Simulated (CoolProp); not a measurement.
The fluid at 317.78 K and 0.105 MPa is throttled through a valve to 0.0452 MPa with no heat exchange. The same conditions are run with several fluids, on thermodynamics alone (safety and materials aside).

Computed with CoolProp (reference Helmholtz-energy equation of state of each fluid (R1336mzz(Z): McLinden 2020; cyclopropane: Polt 1992; sulfur hexafluoride: Guder 2009; R115: Lemmon 2016; hydrogen chloride: Thol 2018)). The equations of Platzer and Polt are older, rougher fits.

```json
[
 {"fluid": "R1336mzz(Z)", "temperature change (K)": "(withheld)", "final density (kg/m³)": "2.88"},
 {"fluid": "cyclopropane", "temperature change (K)": "-1.1", "final density (kg/m³)": "0.727"},
 {"fluid": "sulfur hexafluoride", "temperature change (K)": "-0.5", "final density (kg/m³)": "2.51"},
 {"fluid": "R115", "temperature change (K)": "(withheld)", "final density (kg/m³)": "(withheld)"},
 {"fluid": "hydrogen chloride", "temperature change (K)": "(withheld)", "final density (kg/m³)": "(withheld)"}
]
```

### Question
Some entries are withheld; supply them.

### Answer

- R1336mzz(Z), temperature change (K): -1.9
- R115, temperature change (K): -0.7
- R115, final density (kg/m³): 2.67
- hydrogen chloride, temperature change (K): -0.8
- hydrogen chloride, final density (kg/m³): 0.627
